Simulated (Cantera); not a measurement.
Charge: 1 mol Mg(OH)2, 1.4 mol CO2, at 1675 °C and 101000 Pa.

Method: chemical equilibrium by Gibbs-energy minimisation in Cantera with the NASA 1993 tables (ideal gas, pure condensed phases). Candidate condensed phases: C, C6H6, C7H8, C8H18, H2O, Mg, MgCO3, MgO, Mg(OH)2; 116 gas species. Rates play no part.

Base state: CO2 0.573, H2O 0.413, CO 0.00754, O2 0.00409, H2 0.00124, OH 0.00119, H 3.95e-5, O 2.82e-5 (mole fractions); condensed: MgO(s).

Task: What changes in the equilibrium state with this change: CO2 from 1.4 to 0.059 mol?

Result: 
```tsv
species	before	after
H2O	0.413	0.937
CO2	0.573	0.0545
H2	0.00124	0.00393
CO	0.00754	0.00100
Mg(OH)2	1.06e-5	2.40e-5
O2	0.00409	0.00209
H	3.95e-5	7.04e-5
MgO(s), mol	1.000	1.000
```
